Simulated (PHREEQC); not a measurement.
Solution (20 °C): 0.018 mol/kgw HF, 0.0001 mol/kgw NH4F, 3.5e-05 mol/kgw (NH4)2SiF6 and 8.4e-05 mol/kgw H3PO4. Closed to the air; pH follows from the charge balance.

The numbers come from PHREEQC with the ion-association model, phreeqc.dat.

- pH = 2.48
- ionic strength = 0.00372 mol/kgw
- total alkalinity = -18.2 meq/kg

```tsv
species	molality	activity	log γ
HF	0.0144	0.0144	0.000
H+	0.00352	0.00331	-0.026
F-	0.00338	0.00316	-0.029
HF2-	0.000179	0.000167	-0.029
NH4+	0.000170	0.000159	-0.029
H2PO4-	5.87e-5	5.51e-5	-0.028
SiF6-2	3.50e-5	2.70e-5	-0.112
H3PO4	2.53e-5	2.53e-5	0.000
HPO4-2	1.30e-9	1.00e-9	-0.112
```

Precipitation was switched off in this run. SiF6-2 is the database's only silicon fluoride.
